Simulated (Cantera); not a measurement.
A diamond (100) surface in a fixed gas of H2 with x(CH4) = 0.014, x(H) = 0.0088, x(CH3) = 0.0014, 23000 Pa; coverages are run to steady state.

Computed with Cantera and the Harris–Goodwin 1993 mechanism for the reconstructed diamond (100) surface.

θ: site fractions in the mechanism's names (c6HH fully hydrogenated, c6H* and c6*H radical sites, c6** diradical, c6HM methylated).

| T (K) | growth (µm/h) | θ c6HH | θ c6H* | θ c6*H | θ c6** | θ c6HM |
|---|---|---|---|---|---|---|
| 950 | [?] | 0.566 | 0.0127 | 0.294 | 0.00570 | 0.0932 |
| 1025 | [?] | 0.520 | 0.0189 | 0.354 | 0.0101 | 0.0692 |
| 1100 | [?] | 0.474 | 0.0261 | 0.406 | 0.0163 | 0.0509 |
| 1175 | [?] | 0.433 | 0.0340 | 0.452 | 0.0245 | 0.0344 |
| 1250 | [?] | 0.397 | 0.0427 | 0.492 | 0.0347 | 0.0184 |
| 1325 | [?] | 0.364 | 0.0514 | 0.522 | 0.0466 | 0.00716 |
| 1400 | [?] | 0.333 | 0.0595 | 0.541 | 0.0593 | 0.00227 |

**Question.** What belongs in the gaps?

**Answer.** 
- 950, growth (µm/h): 116
- 1025, growth (µm/h): 168
- 1100, growth (µm/h): 222
- 1175, growth (µm/h): 253
- 1250, growth (µm/h): 224
- 1325, growth (µm/h): 159
- 1400, growth (µm/h): 119
